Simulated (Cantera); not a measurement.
A Cantera script and what it prints.

```python
import numpy as np
import cantera as ct

gas_names = [...]  # 47 gases of nasa_gas.yaml made of Cl, H, N, O, Si
cond_names = """
    H2O(s) H2O(L) NH4CL(a) NH4CL(b) Si(cr) Si(L) SiO2(Lqz) SiO2(hqz) SiO2(L) Si2N2O(s) Si3N4(a)
""".split()


# ... load() reads the species with a 1 bar reference pressure and builds the phases ...
atoms = {
    'SiH2Cl2': {'Si': 1, 'H': 2, 'CL': 2},
    'N2O': {'N': 2, 'O': 1},
    'N2': {'N': 2},
}
top_T = {'Si2N2O(s)': 2100, 'Si3N4(a)': 2400}  # K; cautious upper limits of use, not melting points


# ... equilibrate(T, P, feed) seeds the gas with the atoms and calls Mixture.equilibrate('TP', solver="vcs", rtol=1e-11, max_steps=5000) ...
results = []
feed = {'SiH2Cl2': 1, 'N2O': 1.7, 'N2': 1.9}  # mol
P = 5800  # Pa
for T in [700, 900, 1100, 1300, 1500, 1700, 1900]:
    mix = equilibrate(T, P, feed)
    results.append((T, P, feed, dict(zip(mix.species_names, mix.species_moles))))
    x = sorted(zip(gas.X, gas.species_names), reverse=True)
    print(f"T = {T:g} K  P = {P:g} Pa  gas = {mix.phase_moles(0):.4g} mol")
    print("   x: " + "  ".join(f"{s} {v:.3e}" for v, s in x if v > 0.0001))
    print("   condensed (mol): " + ("  ".join(f"{mix.phase(i).name} {mix.phase_moles(i):.4g}"
          for i in range(1, mix.n_phases) if mix.phase_moles(i) > 1e-12) or "none"))
```

It prints:

```
T = 700 K  P = 5800 Pa  gas = 5.494 mol
   x: N2 6.395e-01  HCL 3.499e-01  H2 7.077e-03  SiCL4 3.539e-03
   condensed (mol): SiO2(Lqz) 0.8065  Si2N2O(s) 0.08704
T = 900 K  P = 5800 Pa  gas = 5.489 mol
   x: N2 6.415e-01  HCL 3.411e-01  H2 1.161e-02  SiCL4 5.804e-03
   condensed (mol): SiO2(hqz) 0.8106  Si2N2O(s) 0.07876
T = 1100 K  P = 5800 Pa  gas = 5.485 mol
   x: N2 6.434e-01  HCL 3.327e-01  H2 1.597e-02  SiCL4 7.973e-03
   condensed (mol): SiO2(hqz) 0.8146  Si2N2O(s) 0.07079
T = 1300 K  P = 5800 Pa  gas = 5.483 mol
   x: N2 6.451e-01  HCL 3.248e-01  H2 1.997e-02  SiCL4 9.748e-03  SiCL3 2.674e-04
   condensed (mol): SiO2(hqz) 0.8184  Si2N2O(s) 0.06314
T = 1500 K  P = 5800 Pa  gas = 5.494 mol
   x: N2 6.466e-01  HCL 3.141e-01  H2 2.492e-02  SiCL4 9.474e-03  SiCL3 2.499e-03  SiCL2 2.093e-03  CL 1.173e-04  SiO 1.146e-04
   condensed (mol): SiO2(hqz) 0.8257  Si2N2O(s) 0.048
T = 1700 K  P = 5800 Pa  gas = 5.614 mol
   x: N2 6.412e-01  HCL 2.982e-01  H2 2.891e-02  SiCL2 1.450e-02  SiO 7.861e-03  SiCL3 4.931e-03  SiCL4 3.301e-03  CL 8.343e-04  H 1.040e-04
   condensed (mol): SiO2(L) 0.8279
T = 1900 K  P = 5800 Pa  gas = 5.822 mol
   x: N2 6.183e-01  HCL 3.181e-01  SiO 3.560e-02  H2 1.244e-02  CL 7.093e-03  SiCL2 6.155e-03  SiCL3 1.409e-03  SiCL4 4.353e-04  H 3.675e-04
   condensed (mol): SiO2(L) 0.7461
```

These are equilibrium values from Cantera (NASA tables, ideal gas, pure condensed phases), not measurements of a reactor. Mutual solubility and eutectic melting of coexisting phases are not modelled. The tables' values for SiCl3 are old estimates; treat these amounts as uncertain. The tables hold silica as quartz up to 1696 K and as liquid above; real silica turns to tridymite and cristobalite and melts near 1996 K.
